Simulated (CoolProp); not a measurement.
Model: reference Helmholtz-energy equation of state, Lemmon 2006, in CoolProp. It is a short technical equation, of lower accuracy than the large ones.

Q: For nitrous oxide, give the phase and the density (kg/m³), speed of sound (m/s), fugacity coefficient at 332.1 K and 2.59 MPa; 332.1 K and 20.7 MPa; 332.1 K and 25.9 MPa.

A: 
- 332.1 K and 2.59 MPa: gas; density 46.1, speed of sound 265, fugacity coefficient 0.903
- 332.1 K and 20.7 MPa: supercritical; density 754, speed of sound 460, fugacity coefficient 0.408
- 332.1 K and 25.9 MPa: supercritical; density 803, speed of sound 527, fugacity coefficient 0.363
